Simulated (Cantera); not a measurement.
NO annealing gas

An isothermal, constant-pressure homogeneous reactor starts with 60.2 % NO, 39.8 % N₂, at 1675 K and 40000 Pa.

Model: GRI-Mech 3.0 (53 species, 325 reactions), integrated in Cantera.

```
t (s)      x NO      x O₂   x N₂     x N₂O     x NO₂      x O
--------  -----  --------  -----  --------  --------  -------
0.000600  0.602   3.47e-8  0.398   5.92e-6   5.36e-6  7.87e-7
0.00200   0.602   3.21e-7  0.398   1.87e-5   2.00e-5  1.12e-6
0.00665   0.602   5.19e-6  0.398   5.30e-5   6.94e-5  2.16e-6
0.0221    0.602   8.69e-5  0.398  0.000110  0.000164  3.93e-6
0.0736    0.601  0.000585  0.398  0.000135  0.000197  4.56e-6
0.245     0.597   0.00232  0.400  0.000133  0.000224  5.12e-6
0.815     0.586   0.00798  0.406  0.000128  0.000294  6.59e-6
2.71      0.550    0.0256  0.423  0.000112  0.000427  9.80e-6
9.03      0.456    0.0728  0.471   7.53e-5  0.000569  1.53e-5
30.0      0.282     0.160  0.558   2.82e-5  0.000516  2.20e-5
100       0.109     0.246  0.644   4.25e-6  0.000248  2.71e-5
```
x: mole fraction; the columns are a selection and need not sum to one.

Equilibrium at this temperature and pressure: NO 0.00297, O₂ 0.300, N₂ 0.697, N₂O 1.04e-7, NO₂ 7.45e-6, O 2.98e-5 (gas phase only).
